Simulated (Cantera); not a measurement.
Input: 1 mol Ti(OiPr)₄, 0.27 mol C₃H₈, held at 0.100 bar.

Cantera equilibrium calculation (NASA polynomials, part measured and part estimated; ideal gas, pure solids and liquids). Candidate condensed phases: C, C₆H₆, C₇H₈, C₈H₁₈, H₂O, Ti, TiC, TiO, TiO₂, Ti₂O₃, Ti₃O₅, Ti₄O₇; 113 gas species. The feed counts by its element totals alone. TiC: taken at fixed stoichiometry. Equilibrium is a limit: real reactors are often held back by kinetics, nucleation or transport. All values below are at 1823 K.

Base state: H₂ 0.789, CO 0.210, H 0.00122, C₂H₂ (acetylene) 0.000167, CH₄ 4.44e-5 (mole fractions); condensed: C(graphite) + TiC(s).

Task: What changes in the equilibrium state with this change: pressure from 0.100 bar to 6.10 mbar?

Result: 
```json
[
 {"species": "H₂", "before": "0.789", "after": "0.786"},
 {"species": "CO", "before": "0.210", "after": "0.209"},
 {"species": "H", "before": "0.00122", "after": "0.00492"},
 {"species": "CH₄", "before": "4.44e-5", "after": "2.69e-6"},
 {"species": "C₂H₂ (acetylene)", "before": "0.000167", "after": "0.000166"},
 {"species": "C(graphite), mol", "before": "7.80", "after": "7.80"},
 {"species": "TiC(s), mol", "before": "1.00", "after": "1.00"}
]
```
